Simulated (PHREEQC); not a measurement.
Consider water at 20 °C with 0.017 mol Cu(NO3)2 per kg of water. Closed to the air; pH follows from the charge balance.

Model: ion-association model, wateq4f.dat, run in PHREEQC.

Precipitation was switched off in this run.

Problem. Predict the pH.

Solution. pH 4.69.

Species that the database lacks are ignored.
